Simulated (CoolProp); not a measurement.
A single-stage vapour-compression cycle with the fluid: evaporating at 285.15 K (dew point), condensing at 316.15 K (bubble point), superheat 0 K, subcooling 5 K, compressor efficiency 0.7, no pressure losses. The same conditions are run with several fluids, on thermodynamics alone (safety and materials aside).

Computed with CoolProp (reference Helmholtz-energy equation of state of each fluid (R113: Marx 1992; chloromethane (R40): Thol 2014; hydrogen chloride: Thol 2018; R407C: Lemmon 2003; ammonia: Gao 2020; n-perfluorohexane: Gao 2022)). Blends and air are pseudo-pure fits.

Task: Rank R113, chloromethane (R40), hydrogen chloride, R407C, ammonia, n-perfluorohexane by cooling COP, highest first.

Result: R113 (5.96), chloromethane (R40) (5.86), ammonia (5.78), n-perfluorohexane (5.49), R407C (4.59), hydrogen chloride (4.50)

```json
[
 {"fluid": "R113", "pressure ratio": "3.32", "discharge temperature (K)": "320.4", "refrigerating effect (kJ/kg)": "131", "volumetric capacity (kJ/m³)": "276"},
 {"fluid": "chloromethane (R40)", "pressure ratio": "2.43", "discharge temperature (K)": "359.3", "refrigerating effect (kJ/kg)": "347", "volumetric capacity (kJ/m³)": "3130"},
 {"fluid": "hydrogen chloride", "pressure ratio": "1.99", "discharge temperature (K)": "352.8", "refrigerating effect (kJ/kg)": "218", "volumetric capacity (kJ/m³)": "17100"},
 {"fluid": "R407C", "pressure ratio": "2.73", "discharge temperature (K)": "339.1", "refrigerating effect (kJ/kg)": "158", "volumetric capacity (kJ/m³)": "4620"},
 {"fluid": "ammonia", "pressure ratio": "2.56", "discharge temperature (K)": "373.7", "refrigerating effect (kJ/kg)": "1090", "volumetric capacity (kJ/m³)": "5680"},
 {"fluid": "n-perfluorohexane", "pressure ratio": "3.80", "discharge temperature (K)": "316.1", "refrigerating effect (kJ/kg)": "69.2", "volumetric capacity (kJ/m³)": "161"}
]
```

The compression ends wet for: n-perfluorohexane.
